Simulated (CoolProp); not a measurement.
Properties of oxygen at several states (Tc = -118.6 °C, pc = 50.46 bar, ω = 0.022).

Model: reference Helmholtz-energy equation of state, Schmidt 1985, in CoolProp. Above 300 K oxygen's equation is extrapolated.

| T (°C) | p (bar) | phase | density (kg/m³) | Joule-Thomson coefficient (K/MPa) | isothermal compressibility (1/MPa) |
|---|---|---|---|---|---|
| 316.55 | 0.625 | gas | 0.4078 | (withheld) | 16.00 |
| 131.25 | 5.99 | gas | 5.701 | (withheld) | 1.669 |
| 543.35 | 0.363 | gas | 0.1711 | (withheld) | 27.55 |

What belongs in the gaps?


- 316.55, Joule-Thomson coefficient (K/MPa): 0.3912
- 131.25, Joule-Thomson coefficient (K/MPa): 1.366
- 543.35, Joule-Thomson coefficient (K/MPa): -0.08846
